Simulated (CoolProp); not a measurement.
Saturation properties of oxygen (Tc = -118.6 °C, pc = 5.046 MPa, ω = 0.022).

Model: reference Helmholtz-energy equation of state, Schmidt 1985, in CoolProp.

```csv
T (°C),p (MPa),vapour density (kg/m³),enthalpy of vaporisation (kJ/kg),liquid cp (kJ/(kg K)),vapour viscosity (µPa s),liquid conductivity (mW/(m K))
-191.45,0.03774,1.806,220.8,1.683,6.28,163
-184.65,0.08463,3.787,214.7,1.695,6.82,153
-177.85,0.1677,7.101,207.8,1.716,7.35,143
-170.95,0.3043,12.33,200.0,1.750,7.91,133
-164.15,0.5069,19.92,191.1,1.798,8.46,123
-157.35,0.7944,30.67,180.8,1.868,9.05,113
-150.45,1.192,45.84,168.6,1.974,9.68,103
-143.65,1.706,66.56,154.3,2.138,10.4,93.4
```

It boils at -183.0 °C under 1 atm.

Viscosity comes from a separate model (Lemmon 2004). Thermal conductivity comes from a separate model (Lemmon 2004).
